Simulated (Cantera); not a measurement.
Input: 1 mol SiH₄, 0.028 mol CH₄, 6.2 mol H₂, held at 1402 °C and 0.0133 bar.

Method: chemical equilibrium by Gibbs-energy minimisation in Cantera with the NASA 1993 tables (ideal gas, pure condensed phases). Candidate condensed phases: C, C₆H₆, C₇H₈, C₈H₁₈, Si, SiC; 87 gas species. Mutual solubility and eutectic melting of coexisting phases are not modelled. Gases not in the tables: Si₂H₆ and higher silanes. Equilibrium is a limit: real reactors are often held back by kinetics, nucleation or transport.

Base state: H₂ 0.999, H 0.00101, Si 3.26e-5, SiH₂ 1.12e-5 (mole fractions); condensed: Si(s) + SiC(s).

Task: What changes in the equilibrium state with this change: temperature from 1402 °C to 850 °C?

Result: 
| species | before | after |
|---|---|---|
| H₂ | 0.999 | 1.000 |
| H | 0.00101 | 3.69e-7 |
| SiH₂ | 1.12e-5 | 2.26e-9 |
| Si | 3.26e-5 | <1e-9 |
| Si(s), mol | 0.972 | 0.972 |
| SiC(s), mol | 0.0280 | 0.0280 |
